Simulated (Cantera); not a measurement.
A perfectly stirred reactor is fed with NH₃ : N₂ = 1 : 7.5 (molar parts), at 40000 Pa; it is held at 1450 K, and followed from long to short residence time.

Computed with Cantera and the gas-phase N/H chemistry of the illustrative SiF4/NH3 mechanism in the Surface Chemkin manual (1991). Walls and surfaces, which speed up NH3 decomposition in real reactors, are not modelled.

### Question
Predict: x(NH₃) at τ = 10.0 s; x(N) at τ = 10.0 s; x(H) at τ = 10.0 s; x(NH) at τ = 10.0 s; x(N₂H₄) at τ = 10.0 s; x(NH₃) at τ = 70.0 ms; x(H) at τ = 70.0 ms; x(NH) at τ = 70.0 ms; x(N₂H₄) at τ = 70.0 ms.

### Answer
```
Item                     Result
----------------------  -------
x(NH₃) at τ = 10.0 s      0.108
x(N) at τ = 10.0 s      2.21e-9
x(H) at τ = 10.0 s      7.24e-7
x(NH) at τ = 10.0 s     6.34e-8
x(N₂H₄) at τ = 10.0 s   1.58e-8
x(NH₃) at τ = 70.0 ms     0.118
x(H) at τ = 70.0 ms     5.38e-9
x(NH) at τ = 70.0 ms    2.27e-8
x(N₂H₄) at τ = 70.0 ms  1.24e-8
```
